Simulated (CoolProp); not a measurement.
Vapour-liquid equilibrium of cyclohexane (1) + toluene (2) at 306 K; x and y are mole fractions of (1).

The numbers come from the multi-fluid Helmholtz-energy mixture model, Zhou 2014 and Lemmon 2006; pair parameters Bell 2016 in CoolProp.

| x | bubble pressure, mixture model (MPa) | bubble pressure, Raoult's law (MPa) | y, mixture model | y, Raoult's law |
|---|---|---|---|---|
| 0.05 | 0.006618 | 0.006266 | 0.191 | 0.146 |
| 0.125 | 0.007985 | 0.007220 | 0.379 | 0.318 |
| 0.2 | 0.009228 | 0.008174 | ___ | 0.449 |
| 0.275 | ___ | 0.009128 | ___ | 0.553 |
| 0.35 | 0.01140 | 0.01008 | 0.664 | 0.637 |
| 0.425 | 0.01235 | 0.01104 | 0.720 | 0.707 |
| 0.5 | ___ | 0.01199 | 0.766 | 0.765 |
| 0.575 | 0.01408 | 0.01294 | 0.807 | 0.815 |
| 0.65 | 0.01487 | 0.01390 | ___ | 0.858 |
| 0.725 | ___ | 0.01485 | 0.878 | 0.896 |
| 0.8 | 0.01639 | 0.01581 | 0.911 | 0.929 |
| 0.875 | 0.01712 | 0.01676 | ___ | 0.958 |
| 0.95 | 0.01786 | 0.01771 | 0.977 | 0.984 |

Question: Complete the blanks.

Answer: 
- 0.2, y, mixture model: 0.504
- 0.275, bubble pressure, mixture model (MPa): 0.01036
- 0.275, y, mixture model: 0.595
- 0.5, bubble pressure, mixture model (MPa): 0.01324
- 0.65, y, mixture model: 0.844
- 0.725, bubble pressure, mixture model (MPa): 0.01564
- 0.875, y, mixture model: 0.944

The largest gap from Raoult's law is +13.5 % in bubble pressure, at x = 0.275. No azeotrope shows between x = 0.05 and 0.95.

The pair parameters rest on a limited set of measurements; away from them the model extrapolates.
